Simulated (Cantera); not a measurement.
A perfectly stirred reactor is fed with CH4 : H2 : CO2 = 0.0034 : 1 : 0.0025 (molar parts), at 0.0132 atm; it is held at 2323 K, and followed from long to short residence time.

Cantera simulation using GRI-Mech 3.0 (53 species, 325 reactions); the numbers are that mechanism's predictions, not measurements. Radical loss at walls, strong at low pressure, is not modelled.

Predict: x(CH4) at τ = 0.890 s; x(H2) at τ = 0.890 s; x(CO2) at τ = 0.890 s; x(C2H4) at τ = 0.890 s; x(CH4) at τ = 62.0 ms; x(H2) at τ = 62.0 ms; x(CO2) at τ = 62.0 ms; x(C2H4) at τ = 62.0 ms.


* **x(CH4) at τ = 0.890 s**: 6.09e-5
* **x(H2) at τ = 0.890 s**: 0.943
* **x(CO2) at τ = 0.890 s**: 1.85e-6
* **x(C2H4) at τ = 0.890 s**: 4.82e-8
* **x(CH4) at τ = 62.0 ms**: 0.000808
* **x(H2) at τ = 62.0 ms**: 0.972
* **x(CO2) at τ = 62.0 ms**: 4.55e-5
* **x(C2H4) at τ = 62.0 ms**: 7.97e-7
